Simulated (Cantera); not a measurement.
An isothermal, constant-pressure homogeneous reactor starts with H₂ : O₂ : N₂ = 0.99 : 1 : 7.1 (molar parts), equivalence ratio 0.49, at 1098 K and 100.0 Torr.

Computed with Cantera and GRI-Mech 3.0 (53 species, 325 reactions). The temperature is held fixed by assumption; the heat of reaction is taken as removed at once.

One state of this run: x H₂ = 0.000791; x O₂ = 0.0588; x OH = 0.000490; x O = 0.000472; x NO₂ = 1.61e-9. x: mole fraction; the columns are a selection and need not sum to one.

**Question.** Which value of t (s) does it belong to?
A) 4.00e-6
B) 0.000143
C) 0.000473
D) 0.00514

**Answer.** D, 0.00514
